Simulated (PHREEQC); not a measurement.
1 kg of water holding 0.18 mol K2SO4, 0.0072 mol KCl and 0.0038 mol K2CO3 is evaporated at 60 °C; the solids stay in contact with the brine. CO2 is held at log p = -3.4 (atm). The run lets Arcanite, Kalicinite, Misenite, Sylvite precipitate or redissolve, and no other solid.

Base run: PHREEQC, Pitzer model, pitzer.dat. Each further column changes one thing. The table gives ionic strength.

```json
[
 {"H2O removed (mol)": "0", "base": "0.556", "temperature from 60 to 25 °C": "0.555", "temperature from 60 to 5 °C": "0.555"},
 {"H2O removed (mol)": "24.69", "base": "1.00", "temperature from 60 to 25 °C": "1.00", "temperature from 60 to 5 °C": "1.00"},
 {"H2O removed (mol)": "34.69", "base": "1.48", "temperature from 60 to 25 °C": "1.48", "temperature from 60 to 5 °C": "1.34"},
 {"H2O removed (mol)": "43.95", "base": "2.68", "temperature from 60 to 25 °C": "1.91", "temperature from 60 to 5 °C": "1.34"},
 {"H2O removed (mol)": "49.09", "base": "2.83", "temperature from 60 to 25 °C": "1.92", "temperature from 60 to 5 °C": "1.36"},
 {"H2O removed (mol)": "51.94", "base": "2.83", "temperature from 60 to 25 °C": "1.94", "temperature from 60 to 5 °C": "1.38"},
 {"H2O removed (mol)": "53.1", "base": "2.85", "temperature from 60 to 25 °C": "1.97", "temperature from 60 to 5 °C": "___"},
 {"H2O removed (mol)": "54.17", "base": "2.90", "temperature from 60 to 25 °C": "2.08", "temperature from 60 to 5 °C": "___"},
 {"H2O removed (mol)": "54.76", "base": "3.07", "temperature from 60 to 25 °C": "2.36", "temperature from 60 to 5 °C": "___"},
 {"H2O removed (mol)": "55.01", "base": "3.35", "temperature from 60 to 25 °C": "___", "temperature from 60 to 5 °C": "2.45"},
 {"H2O removed (mol)": "55.23", "base": "4.37", "temperature from 60 to 25 °C": "4.06", "temperature from 60 to 5 °C": "3.88"}
]
```

**Question.** What belongs in the gaps?

**Answer.** 
- 53.1, temperature from 60 to 5 °C: 1.43
- 54.17, temperature from 60 to 5 °C: 1.57
- 54.76, temperature from 60 to 5 °C: 1.95
- 55.01, temperature from 60 to 25 °C: 2.78

Constants without temperature data keep their 25 °C values here.
